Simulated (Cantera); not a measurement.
An isothermal, constant-pressure homogeneous reactor starts with CO : O2 : H2O : N2 = 0.001 : 0.0021 : 0.00054 : 1 (molar parts), equivalence ratio 0.24, at 1473 K and 0.118 atm.

Model: GRI-Mech 3.0 (53 species, 325 reactions), integrated in Cantera.

Predict: x(CO) at 100 s; x(O2) at 100 s; x(H2O) at 100 s.

x(CO) at 100 s: 2.49e-7 (gas-phase equilibrium 2.39e-7)
x(O2) at 100 s: 0.00159 (gas-phase equilibrium 0.00154)
x(H2O) at 100 s: 0.000537 (gas-phase equilibrium 0.000537)
